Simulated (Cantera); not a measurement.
## Thermodynamics of fluorocarbon and chlorocarbon gases, feed CH₃Cl + CH₄ + F₂

A closed system holds: 1 mol CH₃Cl, 0.52 mol CH₄, 1.1 mol F₂, held at 2075 K.

Method: chemical equilibrium by Gibbs-energy minimisation in Cantera with the NASA 1993 tables (ideal gas, pure condensed phases). Candidate condensed phases: C, C₆H₆, C₇H₈, C₈H₁₈; 118 gas species. The numbers say what is thermodynamically allowed, not how fast it happens.

```
P (Pa)   x HF      x H   x HCl   x H₂      x Cl  n C(graphite)
------  -----  -------  ------  -----  --------  -------------
1       0.424    0.275  0.0665  0.107     0.126           1.52
5.20    0.468    0.151   0.128  0.167    0.0852           1.52
27      0.499   0.0726   0.179  0.201    0.0478           1.52
140     0.516   0.0331   0.211  0.216    0.0238           1.52
720     0.524   0.0148   0.227  0.222    0.0112           1.52
3700    0.528  0.00656   0.235  0.225   0.00507           1.52
19000   0.530  0.00290   0.239  0.226   0.00226           1.52
100000  0.531  0.00127   0.240  0.226  0.000993           1.52
```
x: gas mole fraction; n: condensed amount in mol.

From 1.00 Pa to 1.00 bar the condensed part is C(graphite). The main C-bearing gas is C₂H₂ (acetylene) throughout.
